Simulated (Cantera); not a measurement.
Cantera run, input and output.

```python
import numpy as np
import cantera as ct

gas = ct.Solution("gri30.yaml")
gas.TPX = 1700, 9200, {'CH4': 0.013, 'H2': 1, 'H2O': 0.065}
reactor = ct.IdealGasConstPressureReactor(gas, energy="off", clone=False)
net = ct.ReactorNet([reactor])
net.rtol, net.atol = 1e-08, 1e-18
show = ['CH4', 'H2', 'H', 'C2H4', 'CH3', 'C2H2', 'C2H6']
times = np.geomspace(7e-06, 1, 9)

steps = ct.SolutionArray(gas, extra=["t"])
rows = []
print(f"{'t/s':>10s}{'T/K':>9s}{'P/Pa':>11s}" + "".join(f"{s:>11s}" for s in show))
for t in times:
    while net.time < t:
        t_next = net.step()
        steps.append(gas.state, t=t_next)
    rows.append([np.interp(t, steps.t, y) for y in (steps.T, steps.P, *steps(*show).X.T)])
    print(f"{t:10.3e}{rows[-1][0]:9.1f}{rows[-1][1]:11.4g}" + "".join(f"{x:11.3e}" for x in rows[-1][2:]))
rate = np.gradient(steps.T, steps.t)
print("integrator steps:", len(steps.t))
if steps.T.max() > steps.T[0] + 200:
    print(f"time of steepest temperature rise: {steps.t[rate.argmax()]:.4e} s")
gas.TPX = 1700, 9200, {'CH4': 0.013, 'H2': 1, 'H2O': 0.065}
gas.equilibrate("TP")
print(f"equilibrium (TP): T = {gas.T:.1f} K  " + "  ".join(f"{s} {gas[s].X[0]:.3e}" for s in show))
```

It prints:

```
       t/s      T/K       P/Pa        CH4         H2          H       C2H4        CH3       C2H2       C2H6
 7.000e-06   1700.0       9200  1.206e-02  9.276e-01  2.124e-07  6.322e-15  1.284e-07  8.067e-19  1.339e-14
 3.086e-05   1700.0       9200  1.206e-02  9.276e-01  1.107e-06  5.093e-13  3.947e-07  3.311e-16  6.122e-13
 1.361e-04   1700.0       9200  1.206e-02  9.276e-01  5.158e-06  3.265e-11  1.462e-06  9.663e-14  3.072e-11
 6.000e-04   1700.0       9200  1.205e-02  9.276e-01  2.300e-05  2.564e-09  6.160e-06  3.972e-11  1.560e-09
 2.646e-03   1700.0       9200  1.203e-02  9.275e-01  1.001e-04  2.067e-07  2.642e-05  2.544e-08  4.205e-08
 1.167e-02   1700.0       9200  1.193e-02  9.273e-01  3.439e-04  5.682e-06  8.968e-05  1.088e-05  3.695e-07
 5.144e-02   1700.0       9200  1.145e-02  9.275e-01  4.509e-04  9.400e-06  1.128e-04  2.246e-04  5.138e-07
 2.268e-01   1700.0       9200  9.707e-03  9.285e-01  4.542e-04  1.048e-05  9.620e-05  1.052e-03  3.729e-07
 1.000e+00   1700.0       9200  5.881e-03  9.310e-01  4.622e-04  1.358e-05  5.916e-05  2.728e-03  1.405e-07
integrator steps: 599
equilibrium (TP): T = 1700.0 K  CH4 9.025e-10  H2 9.408e-01  H 4.745e-04  C2H4 3.006e-17  CH3 9.227e-12  C2H2 7.185e-15  C2H6 5.873e-21
```

Cantera simulation using GRI-Mech 3.0 (53 species, 325 reactions); the numbers are that mechanism's predictions, not measurements.
